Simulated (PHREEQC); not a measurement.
Make-up at 25 °C: 0.091 mol/kgw CaCl2, 0.00012 mol/kgw NaF and 0.0065 mol/kgw NaCl. Closed to the air; pH follows from the charge balance.

Equilibrium calculation in PHREEQC: ion-association model, phreeqc.dat.

Question: The ionic strength comes out as 0.280 mol/kgw. What activity coefficients do Na+, Ca+2, Cl-, F- get?

Answer: Na+ 0.73, Ca+2 0.29, Cl- 0.69, F- 0.68.

Precipitation was switched off in this run. Saturation is exceeded, for instance for Fluorite; the values hold only as long as no solid forms. Species that the database lacks are ignored.
